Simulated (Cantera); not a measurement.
Cantera run:

```python
import numpy as np
import cantera as ct

gas_names = """
    C CH CH2 CH3 CH2OH CH3O CH4 CH3OH CN CO CO2 COOH C2 C2H CHCO,ketyl C2H2,acetylene C2H2,vinylidene
    CH2CO,ketene C2H3,vinyl CH3CN CH3CO,acetyl C2H4 C2H4O,ethylen CH3CHO,ethanal CH3COOH (HCOOH)2 C2H5
    C2H6 CH3OCH3 C2H5OH CCN CNC C2N2 C2O C3 C3H3,propargyl C3H4,allene C3H4,propyne C3H4,cyclo-
    C3H5,allyl C3H6,propylene C3H6,cyclo- C3H6O C3H7,n-propyl C3H7,i-propyl C3H8 C3H8O,1propanol
    C3H8O,2propanol C3O2 C4 C4H2 C4H4,1,3-cyclo- C4H6,butadiene C4H6,2-butyne C4H6,cyclo- C4H8,1-butene
    C4H8,cis2-buten C4H8,tr2-butene C4H8,isobutene C4H8,cyclo- (CH3COOH)2 C4H9,n-butyl C4H9,i-butyl
    C4H9,s-butyl C4H9,t-butyl C4H10,isobutane C4H10,n-butane C4N2 C5 C5H6,1,3cyclo- C5H8,cyclo-
    C5H10,1-pentene C5H10,cyclo- C5H11,pentyl C5H11,t-pentyl C5H12,n-pentane C5H12,i-pentane
    CH3C(CH3)2CH3 C6H2 C6H5,phenyl C6H5O,phenoxy C6H6 C6H5OH,phenol C6H10,cyclo- C6H12,1-hexene
    C6H12,cyclo- C6H13,n-hexyl C7H7,benzyl C7H8 C7H8O,cresol C7H14,1-heptene C7H15,n-heptyl
    C7H16,n-heptane C8H8,styrene C8H10,ethylbenz C8H16,1-octene C8H17,n-octyl C8H18,isooctane
    C8H18,n-octane C9H19,n-nonyl C10H8,naphthale C10H21,n-decyl C12H9,o-bipheny C12H10,bipheny Fe FeC5O5
    FeO Fe(OH)2 H HCN HCO HCCN HNC HNCO HNO HNO2 HNO3 HO2 H2 HCHO,formaldehy HCOOH H2O H2O2 N NCO NH NH2
    NH3 NH2OH NO NO2 NO3 N2 N2H2 N2H4 N2O O OH O2 O3
""".split()
cond_names = """
    C(gr) C6H6(L) C7H8(L) C8H18(L),n-octa Fe(a) Fe(c) Fe(d) Fe(L) FeC5O5(L) FeO(s) FeO(L) Fe(OH)2(s)
    Fe(OH)3(s) Fe2O3(s) Fe3O4(s) H2O(s) H2O(L)
""".split()


def load(file, names, dense=False):
    # The tables refer to 1 bar. Condensed volumes are neglected.
    table = {s.name: s for s in ct.Species.list_from_file(file)}
    out = []
    for n in names:
        d = dict(table[n].input_data)
        d["thermo"] = dict(d["thermo"], **{"reference-pressure": 1e5})
        if dense:
            d["equation-of-state"] = {"model": "constant-volume", "density": "1e6 g/cm^3"}
        out.append(ct.Species.from_dict(d))
    return out


gas = ct.Solution(thermo="ideal-gas", species=load("nasa_gas.yaml", gas_names))
cond = {s.name: ct.Solution(thermo="fixed-stoichiometry", species=[s], name=s.name)
        for s in load("nasa_condensed.yaml", cond_names, dense=True)}
atoms = {
    'Fe(CO)5': {'Fe': 1, 'C': 5, 'O': 5},
    'H2': {'H': 2},
    'N2': {'N': 2},
}
top_T = {'C(gr)': 4500, 'Fe2O3(s)': 1830, 'Fe3O4(s)': 1870}  # K; cautious upper limits of use, not melting points


def equilibrate(T, P, feed):
    n = {}
    for name, mol in feed.items():
        for a, k in atoms[name].items():
            n[a] = n.get(a, 0.0) + k * mol
    gas.TPX = T, P, n
    mass = sum(n.values()) * gas.mean_molecular_weight
    gas.equilibrate("TP")
    valid = [c for c in cond.values() if c.min_temp <= T <= top_T.get(c.name, c.max_temp)]
    mix = ct.Mixture([(gas, mass / gas.mean_molecular_weight)] + [(c, 0.0) for c in valid])
    mix.T, mix.P = T, P
    mix.equilibrate("TP", solver="vcs", rtol=1e-11, max_steps=5000)
    return mix


results = []
feed = {'Fe(CO)5': 1, 'H2': 8.3, 'N2': 44}  # mol
P = 62  # Pa
for T in [823, 873, 923, 973, 1023, 1073, 1123, 1173, 1223, 1273, 1323, 1373]:
    mix = equilibrate(T, P, feed)
    results.append((T, P, feed, dict(zip(mix.species_names, mix.species_moles))))

top = {s: max(r[3][s] / sum(r[3][g] for g in gas_names) for r in results) for s in gas_names}
cols = sorted((s for s in top if top[s] > 1e-05), key=lambda s: -top[s])[:7]
seen = [c for c in cond_names if any(r[3].get(c, 0) > 1e-12 for r in results)]
print("log10 of partial pressures in bar; condensed amounts in mol")
print(f"{'T/K':>10s}" + "".join(f"{s[:9]:>10s}" for s in cols + seen))
for T, P, feed, n in results:
    ng = sum(n[g] for g in gas_names)
    print(f"{T:10.4g}" + "".join(f"{np.log10(max(n[s] / ng * P / 1e5, 1e-99)):10.3f}" for s in cols)
          + "".join(f"{n.get(c, 0):10.4g}" for c in seen))
```

It prints:

```
log10 of partial pressures in bar; condensed amounts in mol
       T/K        N2        H2        CO       CO2       H2O         H        Fe     C(gr)     Fe(a)     Fe(c)
       823    -3.322    -4.047    -4.269    -6.859    -7.194   -13.158   -18.438     0.018         1         0
       873    -3.322    -4.047    -4.267    -7.480    -7.685   -12.353   -16.942  0.004624         1         0
       923    -3.322    -4.047    -4.267    -8.035    -8.125   -11.635   -15.611  0.001346         1         0
       973    -3.322    -4.047    -4.267    -8.532    -8.520   -10.989   -14.420  0.000391         1         0
      1023    -3.322    -4.047    -4.267    -8.980    -8.876   -10.406   -13.348  2.13e-05         1         0
      1073    -3.322    -4.047    -4.267    -9.118    -8.933    -9.877   -12.382         0         1         0
      1123    -3.322    -4.047    -4.267    -9.196    -8.938    -9.394   -11.507         0         1         0
      1173    -3.322    -4.047    -4.267    -9.259    -8.934    -8.952   -10.707         0         1         0
      1223    -3.322    -4.047    -4.267    -9.314    -8.930    -8.545    -9.976         0         0         1
      1273    -3.322    -4.047    -4.267    -9.364    -8.925    -8.170    -9.303         0         0         1
      1323    -3.322    -4.047    -4.267    -9.410    -8.921    -7.823    -8.682         0         0    0.9998
      1373    -3.322    -4.047    -4.267    -9.452    -8.918    -7.501    -8.108         0         0    0.9993
```

Method: chemical equilibrium by Gibbs-energy minimisation in Cantera with the NASA 1993 tables (ideal gas, pure condensed phases). Condensed phases not in the tables: cementite and carbon dissolved in iron.
